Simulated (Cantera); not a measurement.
Standard-state values (1 bar) from the NASA 1993 polynomials, evaluated with Cantera. Values are per mole of reaction as written; species without (g) are pure solids or liquids, kept so even where they would boil at 1 bar.

CaF2 + Cl2(g) ⇌ F2(g) + CaCl2

```tsv
T (K)	ΔH° (kJ)	ΔS° (J/K)	ΔG° (kJ)	log10 K	condensed phases
1675	(withheld)	(withheld)	(withheld)	(withheld)	CaF2(s), CaCl2(l)
1875	(withheld)	(withheld)	(withheld)	(withheld)	CaF2(l), CaCl2(l)
2075	419.8	18.4	381.5	-9.60	CaF2(l), CaCl2(l)
2275	(withheld)	(withheld)	(withheld)	(withheld)	CaF2(l), CaCl2(l)
2475	420.7	18.8	374.0	-7.89	CaF2(l), CaCl2(l)
```

Fill in the missing entries.


- 1675, ΔH° (kJ): 448.6
- 1675, ΔS° (J/K): 35.6
- 1675, ΔG° (kJ): 389.0
- 1675, log10 K: -12.13
- 1875, ΔH° (kJ): 419.2
- 1875, ΔS° (J/K): 18.1
- 1875, ΔG° (kJ): 385.2
- 1875, log10 K: -10.73
- 2275, ΔH° (kJ): 420.3
- 2275, ΔS° (J/K): 18.7
- 2275, ΔG° (kJ): 377.8
- 2275, log10 K: -8.67
